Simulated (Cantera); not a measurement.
A closed system holds: 1 mol Fe, 0.37 mol H₂S, 69 mol N₂, at 18.0 Pa.

Method: chemical equilibrium by Gibbs-energy minimisation in Cantera with the NASA 1993 tables (ideal gas, pure condensed phases). Candidate condensed phases: Fe, FeS, FeS₂, S; 16 gas species. Mutual solubility and eutectic melting of coexisting phases are not modelled. FeS: taken at fixed stoichiometry. Gases not in the tables: S₃ to S₇. The numbers say what is thermodynamically allowed, not how fast it happens.

x: gas mole fraction; n: condensed amount in mol.

```json
[
 {"T (K)": "750", "x N₂": "0.995", "x Fe": "<1e-12", "x H₂": "0.00533", "x S₂": "[?]", "n Fe(α)": "0.630", "n FeS(s)": "0.370", "n Fe(γ)": "0"},
 {"T (K)": "850", "x N₂": "0.995", "x Fe": "<1e-12", "x H₂": "0.00533", "x S₂": "[?]", "n Fe(α)": "0.630", "n FeS(s)": "0.370", "n Fe(γ)": "0"},
 {"T (K)": "950", "x N₂": "0.995", "x Fe": "6.21e-12", "x H₂": "0.00533", "x S₂": "[?]", "n Fe(α)": "0.630", "n FeS(s)": "0.370", "n Fe(γ)": "0"},
 {"T (K)": "1050", "x N₂": "0.995", "x Fe": "8.51e-10", "x H₂": "0.00533", "x S₂": "[?]", "n Fe(α)": "0.631", "n FeS(s)": "0.369", "n Fe(γ)": "0"},
 {"T (K)": "1150", "x N₂": "0.995", "x Fe": "4.77e-8", "x H₂": "0.00532", "x S₂": "[?]", "n Fe(α)": "0.638", "n FeS(s)": "0.362", "n Fe(γ)": "0"},
 {"T (K)": "1250", "x N₂": "0.994", "x Fe": "1.38e-6", "x H₂": "0.00529", "x S₂": "[?]", "n Fe(α)": "0", "n FeS(s)": "0.269", "n Fe(γ)": "0.731"},
 {"T (K)": "1350", "x N₂": "0.992", "x Fe": "2.39e-5", "x H₂": "0.00527", "x S₂": "0.00262", "n Fe(α)": "0", "n FeS(s)": "0", "n Fe(γ)": "0.998"},
 {"T (K)": "1450", "x N₂": "0.992", "x Fe": "0.000277", "x H₂": "0.00525", "x S₂": "0.00258", "n Fe(α)": "0", "n FeS(s)": "0", "n Fe(γ)": "0.981"},
 {"T (K)": "1550", "x N₂": "0.990", "x Fe": "0.00233", "x H₂": "0.00518", "x S₂": "0.00248", "n Fe(α)": "0", "n FeS(s)": "0", "n Fe(γ)": "0.838"},
 {"T (K)": "1650", "x N₂": "0.977", "x Fe": "0.0142", "x H₂": "0.00495", "x S₂": "[?]", "n Fe(α)": "0", "n FeS(s)": "0", "n Fe(γ)": "0"},
 {"T (K)": "1750", "x N₂": "0.977", "x Fe": "0.0142", "x H₂": "0.00459", "x S₂": "[?]", "n Fe(α)": "0", "n FeS(s)": "0", "n Fe(γ)": "0"}
]
```

Question: Some entries are withheld; supply them.

Answer: 
- 750, x S₂: 1.47e-12
- 850, x S₂: 5.07e-10
- 950, x S₂: 5.11e-8
- 1050, x S₂: 2.18e-6
- 1150, x S₂: 5.04e-5
- 1250, x S₂: 0.000708
- 1650, x S₂: 0.00222
- 1750, x S₂: 0.00179
